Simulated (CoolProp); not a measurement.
Vapour-liquid equilibrium of R22 (1) + n-pentane (2) at 16.6 kPa; x and y are mole fractions of (1).

Model: multi-fluid Helmholtz-energy mixture model, Kamei 1995 and Thol 2019; pair parameters Bell 2016, in CoolProp.

| x | bubble temperature, mixture model (K) | bubble temperature, Raoult's law (K) | y, mixture model | y, Raoult's law |
|---|---|---|---|---|
| 0.05 | 234.1 | 248.2 | 0.833 | 0.608 |
| 0.2 | 211.0 | 226.4 | 0.973 | 0.917 |
| 0.35 | 205.3 | 216.7 | 0.985 | 0.967 |
| 0.5 | 203.5 | 210.8 | 0.988 | 0.984 |
| 0.65 | 202.7 | 206.6 | 0.990 | 0.992 |
| 0.8 | 202.0 | 203.3 | 0.992 | 0.997 |
| 0.95 | 200.6 | 200.7 | 0.997 | 0.999 |

The largest gap from Raoult's law is -15.4 K in bubble temperature, at x = 0.2. No azeotrope shows between x = 0.05 and 0.95.

The pair parameters rest on a limited set of measurements; away from them the model extrapolates. With so large a gap from Raoult's law the liquid may split in two, which this calculation doesn't test in full.
